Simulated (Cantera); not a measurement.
An adiabatic, constant-volume homogeneous reactor starts with CO : H2 : O2 : N2 = 1 : 0.6 : 1.95 : 7.34 (molar parts), equivalence ratio 0.41, at 1175 K and 0.520 bar. Integrator tolerance rtol = 1e-08.

Model: GRI-Mech 3.0 (53 species, 325 reactions), integrated in Cantera.

Question: What does this change do: constant pressure in place of constant volume?

Answer: 
```tsv
quantity	before	after
time of steepest temperature rise	0.150 ms	0.151 ms
temperature at 5.00 s	2394 K	2213 K
equilibrium temperature	2394 K	2213 K
x(CO) at 5.00 s	0.00588 (gas-phase equilibrium 0.00588)	0.00267 (gas-phase equilibrium 0.00267)
x(H2) at 5.00 s	0.000594 (gas-phase equilibrium 0.000594)	0.000297 (gas-phase equilibrium 0.000297)
x(O2) at 5.00 s	0.107 (gas-phase equilibrium 0.107)	0.109 (gas-phase equilibrium 0.109)
x(H2O) at 5.00 s	0.0551 (gas-phase equilibrium 0.0551)	0.0569 (gas-phase equilibrium 0.0569)
x(H2O2) at 5.00 s	9.96e-8 (gas-phase equilibrium 9.96e-8)	4.77e-8 (gas-phase equilibrium 4.77e-8)
x(NO2) at 5.00 s	9.15e-6 (gas-phase equilibrium 9.15e-6)	5.83e-6 (gas-phase equilibrium 5.83e-6)
```

Question: What does this change do: pressure from 0.520 bar to 0.860 bar?

Answer: 
```tsv
quantity	before	after
time of steepest temperature rise	0.150 ms	93.2 µs
temperature at 5.00 s	2394 K	2409 K
equilibrium temperature	2394 K	2409 K
x(CO) at 5.00 s	0.00588 (gas-phase equilibrium 0.00588)	0.00500 (gas-phase equilibrium 0.00500)
x(H2) at 5.00 s	0.000594 (gas-phase equilibrium 0.000594)	0.000501 (gas-phase equilibrium 0.000501)
x(O2) at 5.00 s	0.107 (gas-phase equilibrium 0.107)	0.107 (gas-phase equilibrium 0.107)
x(H2O) at 5.00 s	0.0551 (gas-phase equilibrium 0.0551)	0.0555 (gas-phase equilibrium 0.0555)
x(H2O2) at 5.00 s	9.96e-8 (gas-phase equilibrium 9.96e-8)	1.34e-7 (gas-phase equilibrium 1.34e-7)
x(NO2) at 5.00 s	9.15e-6 (gas-phase equilibrium 9.15e-6)	1.19e-5 (gas-phase equilibrium 1.19e-5)
```
